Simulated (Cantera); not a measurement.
Charge: 1 mol Fe2O3, 0.058 mol H2S, 0.044 mol O2, 0.19 mol SO3, equilibrated at 10.0 mbar.

Cantera equilibrium calculation (NASA polynomials, part measured and part estimated; ideal gas, pure solids and liquids). Candidate condensed phases: Fe, FeO, Fe(OH)2, Fe(OH)3, FeS, FeSO4, FeS2, Fe2O3, Fe2(SO4)3, Fe3O4, H2O, H2SO4, S; 22 gas species. Kinetics and transport are ignored.

x: gas mole fraction; n: condensed amount in mol.

```tsv
T (K)	x SO2	x O2	x H2O	x SO3	x OH	x O	n Fe2O3(s)	n Fe3O4(s)
998	0.664	0.127	0.166	0.0437	?	5.26e-10	1.00	0
1098	0.682	0.138	0.163	0.0161	?	8.83e-9	1.00	0
1198	0.688	0.142	0.163	0.00679	?	9.06e-8	1.00	0
1298	0.691	0.144	0.162	0.00324	?	6.47e-7	1.00	0
1398	0.692	0.144	0.162	0.00172	?	3.49e-6	1.00	0
1498	0.472	0.416	0.110	0.00115	?	2.55e-5	0	0.667
1598	0.472	0.416	0.110	0.000712	?	9.14e-5	0	0.667
```

Task: Some entries are withheld; supply them.

Result: 
- 998, x OH: 3.96e-7
- 1098, x OH: 2.40e-6
- 1198, x OH: 1.07e-5
- 1298, x OH: 3.76e-5
- 1398, x OH: 0.000111
- 1498, x OH: 0.000303
- 1598, x OH: 0.000686
